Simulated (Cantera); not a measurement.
Input: 1 mol LiCl, 6.6 mol H2, held at 0.100 bar.

Cantera equilibrium calculation (NASA polynomials, part measured and part estimated; ideal gas, pure solids and liquids). Candidate condensed phases: Li, LiCl, LiH; 11 gas species. The numbers say what is thermodynamically allowed, not how fast it happens.

Task: Which condensed phases are stable at each of these points (T (°C)): 577, 677, 777, 877, 977, 1077, 1177, 1277, 1377, 1477, 1577, 1677, 1777?

Result: 
| T (°C) | condensed phases | Li condensed (%) |
|---|---|---|
| 577 | LiCl(s) | 99.8 |
| 677 | LiCl(l) | 97.9 |
| 777 | LiCl(l) | 85.8 |
| 877 | LiCl(l) | 28.6 |
| 977 | gas only | 0.0 |
| 1077 | gas only | 0.0 |
| 1177 | gas only | 0.0 |
| 1277 | gas only | 0.0 |
| 1377 | gas only | 0.0 |
| 1477 | gas only | 0.0 |
| 1577 | gas only | 0.0 |
| 1677 | gas only | 0.0 |
| 1777 | gas only | 0.0 |

At 577 °C the condensed part is LiCl(s). From 677 °C to 877 °C the condensed part is LiCl(l). From 977 °C to 1777 °C nothing is condensed.
